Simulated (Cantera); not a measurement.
A closed system holds: 1 mol CS2, 0.28 mol O2, 11 mol N2, held at 3250 K and 3.90 bar.

Method: chemical equilibrium by Gibbs-energy minimisation in Cantera with the NASA 1993 tables (ideal gas, pure condensed phases). Candidate condensed phases: C, S; 35 gas species. Rates play no part.

Q: What is the equilibrium state?

A: 
```json
{
  "x(N2)": "0.841",
  "x(S)": "0.0468",
  "x(CO)": "0.0428",
  "x(S2)": "0.0346",
  "x(CS)": "0.0306",
  "x(CS2)": "0.00290",
  "x(SN)": "0.000522",
  "x(CN)": "0.000152",
  "x(COS)": "5.07e-5",
  "gas_amount": "13.07 mol",
  "log10 activity of C(graphite) (absent)": "-1.57",
  "log10 activity of S(l) (absent)": "-2.35"
}
```
